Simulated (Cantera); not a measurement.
An isothermal plug-flow reactor at 923 K and 2330 Torr (inlet), inlet velocity 4.8 m/s, active area per volume 170 1/m; feed 0.417 % H2, 15.6 % O2, 82.4 % N2, 1.56 % H2O, equivalence ratio 0.013.

Computed with Cantera and Deutschmann's 1995 Pt surface mechanism with GRI-Mech 3.0 gas chemistry. Catalytic surfaces can have several steady states; this one follows from the mechanism file's or the stated starting coverage. Mass transfer to the wall is taken as infinitely fast.

Predict: x(H2) at z = 0.0033 m; x(O2) at z = 0.0033 m; x(H2O) at z = 0.0033 m; θ(free Pt) at the exit; θ(O*) at the exit; θ(OH*) at the exit.


```json
{
  "x(H2) at z = 0.0033 m": "0.00283",
  "x(O2) at z = 0.0033 m": "0.156",
  "x(H2O) at z = 0.0033 m": "0.0170",
  "θ(free Pt) at the exit": "0.0866",
  "θ(O*) at the exit": "0.909",
  "θ(OH*) at the exit": "0.00403"
}
```
